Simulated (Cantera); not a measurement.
Charge: 1 mol SiHCl3, 4.7 mol NH3, at 1598.15 K and 133 Pa.

Equilibrium computed with Cantera from the NASA thermochemical tables; the gas is ideal and each condensed phase is pure. Candidate condensed phases: NH4Cl, Si, Si3N4; 28 gas species. The tables' values for SiCl3, SiCl are old estimates; treat these amounts as uncertain. Kinetics and transport are ignored.

Base state: H2 0.605, N2 0.206, HCl 0.114, SiCl2 0.0737, H 0.00114, SiCl3 0.000542, Cl 0.000169, SiCl 0.000125 (mole fractions); condensed: Si(s).

**Question.** What changes in the equilibrium state with this change: temperature from 1598.15 K to 2123 K?

**Answer.** 
```json
[
 {"species": "H2", "before": "0.605", "after": "0.493"},
 {"species": "N2", "before": "0.206", "after": "0.188"},
 {"species": "HCl", "before": "0.114", "after": "0.154"},
 {"species": "H", "before": "0.00114", "after": "0.0690"},
 {"species": "SiCl2", "before": "0.0737", "after": "0.0323"},
 {"species": "Si", "before": "7.04e-5", "after": "0.0410"},
 {"species": "Cl", "before": "0.000169", "after": "0.0158"},
 {"species": "Si2", "before": "1.73e-7", "after": "0.000180"},
 {"species": "Si3", "before": "3.78e-8", "after": "1.17e-5"},
 {"species": "SiN", "before": "1.01e-6", "after": "0.000128"},
 {"species": "Si(s), mol", "before": "0.151", "after": "0"}
]
```
The tables' values for SiCl, SiN, SiCl3 are old estimates; treat these amounts as uncertain. Gases not in the tables: Si2H6 and higher silanes.

**Question.** What changes in the equilibrium state with this change: NH3 from 4.7 to 41 mol?

**Answer.** 
```tsv
species	before	after
H2	0.605	0.727
N2	0.206	0.240
HCl	0.114	0.0286
SiCl2	0.0737	0.00362
SiCl3	0.000542	6.11e-6
SiCl	0.000125	2.68e-5
Si(s), mol	0.151	0
Si3N4(s), mol	0	0.229
```
The tables' values for SiCl are old estimates; treat these amounts as uncertain.

**Question.** What changes in the equilibrium state with this change: temperature from 1598.15 K to 2000 K?

**Answer.** 
| species | before | after |
|---|---|---|
| H2 | 0.605 | 0.549 |
| N2 | 0.206 | 0.197 |
| HCl | 0.114 | 0.132 |
| H | 0.00114 | 0.0330 |
| Si | 7.04e-5 | 0.0235 |
| SiCl2 | 0.0737 | 0.0544 |
| Si2 | 1.73e-7 | 0.000175 |
| Si3 | 3.78e-8 | 2.71e-5 |
| SiH | 4.38e-6 | 0.000432 |
| SiN | 1.01e-6 | 9.91e-5 |
| Si(s), mol | 0.151 | 0 |
The tables' values for SiCl, SiN, SiCl3 are old estimates; treat these amounts as uncertain. Gases not in the tables: Si2H6 and higher silanes.
